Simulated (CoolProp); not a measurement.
Vapour-liquid equilibrium of hydrogen chloride (1) + ethane (2) at 274.7 K; x and y are mole fractions of (1).

Computed with CoolProp (multi-fluid Helmholtz-energy mixture model, Thol 2018 and Bücker 2006; pair parameters Bell 2016).

```csv
x,bubble pressure (bar),y at the bubble point,dew pressure at overall composition x (bar),liquid density (mol/L)
0.05,26.39,0.084,[?],13.38
0.15,29.06,0.217,27.72,13.83
0.25,31.03,0.321,29.71,14.39
0.35,32.39,[?],31.53,15.08
0.45,33.20,0.483,[?],15.95
0.55,33.50,0.554,33.49,[?]
0.65,33.31,[?],33.10,[?]
0.75,32.58,0.697,[?],20.00
0.85,31.16,0.787,29.96,21.88
0.95,28.73,0.912,27.95,24.06
```

Problem. Fill in the missing entries.

Solution. 
- 0.05, dew pressure at overall composition x (bar): 25.73
- 0.35, y at the bubble point: 0.407
- 0.45, dew pressure at overall composition x (bar): 32.90
- 0.55, liquid density (mol/L): 17.05
- 0.65, y at the bubble point: 0.623
- 0.65, liquid density (mol/L): 18.39
- 0.75, dew pressure at overall composition x (bar): 31.80

y crosses x between x = 0.55 and 0.65: the model has an azeotrope there.

The pair parameters rest on a limited set of measurements; away from them the model extrapolates.
